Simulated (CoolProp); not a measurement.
Vapour-liquid equilibrium of R125 (1) + fluoroethane (R161) (2) at -45.55 °C; x and y are mole fractions of (1).

Model: multi-fluid Helmholtz-energy mixture model, Lemmon 2005 and Wu 2012; pair parameters Bell 2016, in CoolProp.

| x | bubble pressure (MPa) | y at the bubble point | dew pressure at overall composition x (MPa) | liquid density (mol/L) |
|---|---|---|---|---|
| 0.05 | 0.07075 | 0.072 | 0.07023 | 16.97 |
| 0.15 | 0.07496 | (withheld) | 0.07279 | 16.42 |
| 0.25 | 0.08015 | 0.364 | 0.07589 | 15.88 |
| 0.35 | 0.08587 | 0.490 | 0.07958 | 15.37 |
| 0.45 | 0.09165 | 0.597 | (withheld) | 14.88 |
| 0.55 | 0.09712 | 0.686 | 0.08901 | 14.40 |
| 0.65 | 0.1021 | 0.762 | (withheld) | (withheld) |
| 0.75 | (withheld) | 0.829 | 0.1013 | 13.52 |
| 0.85 | 0.1102 | 0.894 | (withheld) | (withheld) |
| 0.95 | 0.1133 | 0.962 | 0.1128 | (withheld) |

Problem. Fill in the missing entries.

Solution. 
- 0.15, y at the bubble point: 0.222
- 0.45, dew pressure at overall composition x (MPa): 0.08392
- 0.65, dew pressure at overall composition x (MPa): 0.09485
- 0.65, liquid density (mol/L): 13.95
- 0.75, bubble pressure (MPa): 0.1064
- 0.85, dew pressure at overall composition x (MPa): 0.1077
- 0.85, liquid density (mol/L): 13.11
- 0.95, liquid density (mol/L): 12.72

No azeotrope shows between x = 0.05 and 0.95.

The pair parameters rest on a limited set of measurements; away from them the model extrapolates. The gap from Raoult's law changes sign with composition, which may be real or a fault of the pair parameters; it wasn't checked against measurements.
